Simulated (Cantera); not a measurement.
**Thermodynamics of titanium nitride, carbide and oxide coatings, feed TiCl4 + H2O + H2**

Feed: 1 mol TiCl4, 0.49 mol H2O, 9 mol H2, at 1127 °C.

Equilibrium computed with Cantera from the NASA thermochemical tables; the gas is ideal and each condensed phase is pure. Candidate condensed phases: H2O, Ti, TiCl2, TiCl3, TiCl4, TiO, TiO2, Ti2O3, Ti3O5, Ti4O7; 23 gas species. Mutual solubility and eutectic melting of coexisting phases are not modelled. The tables' values for TiCl2 are old estimates; treat these amounts as uncertain. TiO: taken at fixed stoichiometry. Rates play no part.

```
P (Pa)  log p H2  log p HCl  log p TiCl3  log p TiCl4  log p TiCl2  log p H  log p Cl  n TiO(s)  n Ti2O3(s)
------  --------  ---------  -----------  -----------  -----------  -------  --------  --------  ----------
10         -4.13      -4.69        -5.32        -7.15        -6.41    -7.38     -8.02     0.269      0.0736
46         -3.46      -4.09        -4.59        -6.14        -5.94    -7.04     -7.76         0       0.163
220        -2.77      -3.41        -3.91        -5.13        -5.59    -6.70     -7.42         0       0.163
1000       -2.11      -2.76        -3.27        -4.17        -5.27    -6.37     -7.10         0       0.163
4600       -1.45      -2.12        -2.66        -3.24        -4.97    -6.04     -6.79         0       0.163
22000      -0.77      -1.46        -2.06        -2.33        -4.69    -5.70     -6.47         0       0.163
100000     -0.10      -0.83        -1.53        -1.50        -4.46    -5.36     -6.17         0       0.163
```
log p: log10 of the partial pressure in bar; n: condensed amount in mol.

At 10.0 Pa the condensed part is TiO(s) + Ti2O3(s). From 46.0 Pa to 100000 Pa the condensed part is Ti2O3(s). The main Ti-bearing gas is TiCl3 at 10.0 Pa and TiCl4 at 100000 Pa. The share of Ti in condensed phases is highest at 10.0 Pa (41.6 %) and lowest at 100000 Pa (32.6 %).
